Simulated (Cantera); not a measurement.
Feed: 1 mol Si3H8, 0.19 mol Cl2, 380 mol H2, equilibrated at 69.0 mbar.

Equilibrium computed with Cantera from the NASA thermochemical tables; the gas is ideal and each condensed phase is pure. Candidate condensed phases: Si; 19 gas species. The feed counts by its element totals alone. Gases not in the tables: Si2H6 and higher silanes. Equilibrium is a limit: real reactors are often held back by kinetics, nucleation or transport.

x: gas mole fraction; n: condensed amount in mol.

```tsv
T (K)	x H2	x H	x HCl	x Si	n Si(s)	n Si(l)
1323	0.999	6.03e-6	0.000984	1.29e-9	3.00	0
1398	0.999	1.80e-5	0.000983	1.13e-8	3.00	0
1473	0.999	4.81e-5	0.000983	7.93e-8	3.00	0
1548	0.999	(withheld)	0.000982	(withheld)	3.00	0
1623	0.999	0.000263	0.000982	2.27e-6	2.99	0
1698	0.998	(withheld)	0.000981	(withheld)	0	2.99
1773	0.998	0.00108	0.000981	3.09e-5	0	2.97
```

Task: Some entries are withheld; supply them.

Result: 
- 1548, x H: 0.000117
- 1548, x Si: 4.60e-7
- 1698, x H: 0.000550
- 1698, x Si: 9.52e-6
